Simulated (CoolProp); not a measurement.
Vapour-liquid equilibrium of R125 (1) + R115 (2) at 251.5 K; x and y are mole fractions of (1).

Model: multi-fluid Helmholtz-energy mixture model, Lemmon 2005 and Lemmon 2016; pair parameters Bell 2016, in CoolProp.

```csv
x,"bubble pressure, mixture model (MPa)","bubble pressure, Raoult's law (MPa)","y, mixture model","y, Raoult's law"
0.05,0.2259,0.2142,0.115,0.074
0.125,0.2475,0.2223,0.244,0.178
0.2,0.2651,0.2304,0.342,0.275
0.275,0.2794,0.2385,0.419,0.365
0.35,0.2912,0.2466,0.485,0.450
0.425,0.3007,0.2548,0.542,0.529
0.5,0.3085,0.2629,0.595,0.603
0.575,0.3147,0.2710,0.645,0.673
0.65,0.3193,0.2791,0.696,0.738
0.725,0.3225,0.2872,0.748,0.800
0.8,0.3240,0.2953,0.804,0.859
0.875,0.3236,0.3035,0.868,0.914
0.95,0.3207,0.3116,0.942,0.967
```

The largest gap from Raoult's law is +18.1 % in bubble pressure, at x = 0.35. y crosses x between x = 0.8 and 0.875: the model has an azeotrope there.

The pair parameters rest on a limited set of measurements; away from them the model extrapolates.
